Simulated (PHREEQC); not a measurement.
# Metal-bearing waste water (model solution)

Dissolve 14.8 mmol/kgw FeSO4, 0.68 mmol/kgw NiCl2, 4.8 mmol/kgw HCl and 0.13 mmol/kgw Na2SO4 at 25 °C. Closed to the air; pH follows from the charge balance.

Computed with PHREEQC (ion-association model, wateq4f.dat).

No solid was allowed to form.

### Question
What pH, ionic strength does the model give?

### Answer
pH 2.55; ionic strength 0.0463 mol/kgw.

### Question
In which forms is S present?

### Answer
SO4-2 62 %, FeSO4 27 %, HSO4- 9.6 %, NiSO4 1.3 %, FeHSO4+ 0.6 % of the S.
